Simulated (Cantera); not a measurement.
Charge: 1 mol Si₃N₄, 0.58 mol N₂O, 140 mol N₂, equilibrated at 1550 K.

Cantera equilibrium calculation (NASA polynomials, part measured and part estimated; ideal gas, pure solids and liquids). Candidate condensed phases: Si, SiO₂, Si₂N₂O, Si₃N₄; 16 gas species. Mutual solubility and eutectic melting of coexisting phases are not modelled. The tables' values for SiN are old estimates; treat these amounts as uncertain. Rates play no part.

x: gas mole fraction; n: condensed amount in mol.

```csv
P (Pa),x N₂,x Si,x SiO,x Si₂N,n Si(s),n Si₃N₄(s),n Si₂N₂O(s)
0.100,0.979,0.0165,0.00398,1.36e-5,0,0,0
0.600,0.990,0.00554,0.00403,2.24e-5,1.61,0,0
3.60,0.995,0.000923,0.00405,9.18e-6,2.28,0,0
22,0.996,0.000103,0.00410,1.72e-6,0,0.802,0
130,0.999,5.30e-6,(withheld),6.59e-8,0,0.659,0.442
770,1.000,2.73e-7,(withheld),2.53e-9,0,0.618,0.567
4600,1.000,1.39e-8,(withheld),9.53e-11,0,0.614,0.579
28000,1.000,6.85e-10,(withheld),3.48e-12,0,0.613,0.580
170000,1.00,3.39e-11,(withheld),<1e-12,0,0.613,0.580
1000000,1.00,1.77e-12,(withheld),<1e-12,0,0.613,0.580
```

Problem. What belongs in the gaps?

Solution. 
- 130, x SiO: 0.000982
- 770, x SiO: 9.16e-5
- 4600, x SiO: 8.45e-6
- 28000, x SiO: 7.61e-7
- 170000, x SiO: 6.87e-8
- 1000000, x SiO: 6.47e-9
